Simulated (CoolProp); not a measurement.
Vapour-liquid equilibrium of propane (1) + R152A (2) at 53.65 °C; x and y are mole fractions of (1).

The numbers come from the multi-fluid Helmholtz-energy mixture model, Lemmon 2009 and Outcalt 1996; pair parameters Bell 2016 in CoolProp.

```tsv
x	bubble pressure (MPa)	y at the bubble point	dew pressure at overall composition x (MPa)	liquid density (mol/L)
0.05	1.427	0.116	1.346	12.17
0.125	___	___	___	11.83
0.2	1.740	0.335	1.539	11.50
0.275	___	0.407	1.649	11.20
0.35	1.935	0.466	1.763	10.91
0.425	2.000	0.518	___	10.66
0.5	2.048	0.566	1.979	10.44
0.575	2.080	0.612	2.055	10.26
0.65	2.095	0.660	2.093	10.12
0.725	2.093	0.712	2.090	10.03
0.8	2.071	___	2.051	9.975
0.875	2.021	___	1.988	___
0.95	1.936	0.926	1.910	9.984
```

Task: Some entries are withheld; supply them.

Result: 
- 0.125, bubble pressure (MPa): 1.601
- 0.125, y at the bubble point: 0.243
- 0.125, dew pressure at overall composition x (MPa): 1.438
- 0.275, bubble pressure (MPa): 1.849
- 0.425, dew pressure at overall composition x (MPa): 1.877
- 0.8, y at the bubble point: 0.770
- 0.875, y at the bubble point: 0.839
- 0.875, liquid density (mol/L): 9.962

y crosses x between x = 0.65 and 0.725: the model has an azeotrope there.

The pair parameters rest on a limited set of measurements; away from them the model extrapolates.
